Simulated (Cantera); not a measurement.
Input: 1 mol FeCl3, 9.8 mol O2, 0.84 mol N2, held at 1150 K and 13300 Pa.

Equilibrium computed with Cantera from the NASA thermochemical tables; the gas is ideal and each condensed phase is pure. Candidate condensed phases: Fe, FeCl2, FeCl3, FeO, Fe2O3, Fe3O4; 19 gas species. The numbers say what is thermodynamically allowed, not how fast it happens.

Base state: O2 0.795, Cl2 0.125, N2 0.0735, FeCl3 0.00294, Cl 0.00266, FeCl2 0.000459, NO 7.80e-5, ClO 3.76e-5 (mole fractions); condensed: Fe2O3(s).

Task: What changes in the equilibrium state with this change: O2 from 9.8 to 0.064 mol?

Result: 
```
species          before     after
-------------  --------  --------
N2               0.0735     0.432
FeCl3           0.00294     0.392
Cl2               0.125    0.0984
O2                0.795  0.000724
FeCl2          0.000459    0.0688
Fe2Cl4          3.42e-8  0.000770
Fe2Cl6          2.74e-7   0.00484
Fe2O3(s), mol     0.481    0.0417
```

Task: What changes in the equilibrium state with this change: temperature from 1150 K to 1048 K?

Result: 
```json
[
 {"species": "O2", "before": "0.795", "after": "0.795"},
 {"species": "Cl2", "before": "0.125", "after": "0.130"},
 {"species": "N2", "before": "0.0735", "after": "0.0737"},
 {"species": "FeCl3", "before": "0.00294", "after": "0.000727"},
 {"species": "Cl", "before": "0.00266", "after": "0.000761"},
 {"species": "FeCl2", "before": "0.000459", "after": "3.61e-5"},
 {"species": "ClO", "before": "3.76e-5", "after": "1.36e-5"},
 {"species": "NO", "before": "7.80e-5", "after": "3.08e-5"},
 {"species": "Fe2O3(s), mol", "before": "0.481", "after": "0.496"}
]
```
